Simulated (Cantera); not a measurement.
A closed system holds: 1 mol B2O3, 27 mol H2, held at 1948.15 K and 1.50 mbar.

Cantera equilibrium calculation (NASA polynomials, part measured and part estimated; ideal gas, pure solids and liquids). Equilibrium is a limit: real reactors are often held back by kinetics, nucleation or transport.

```csv
species,before,after
H2,0.908,0.778
B2O3,0.00924,0.0641
HBO2,0.0211,0.0605
BO,0.00895,0.0200
HBO,0.0191,0.0397
H,0.0278,0.0258
B2O2,0.00119,0.00597
BO2,7.08e-5,0.000219
OH,1.28e-5,1.64e-5
H2O,0.00463,0.00548
```
Gas species are given as mole fractions.

What was changed between the two runs?
A. pressure from 1.50 mbar to 0.160 bar
B. temperature from 1948.15 K to 1523.15 K
C. temperature from 1948.15 K to 1750 K
D. H2 from 27 to 6.5 mol

D, H2 from 27 to 6.5 mol
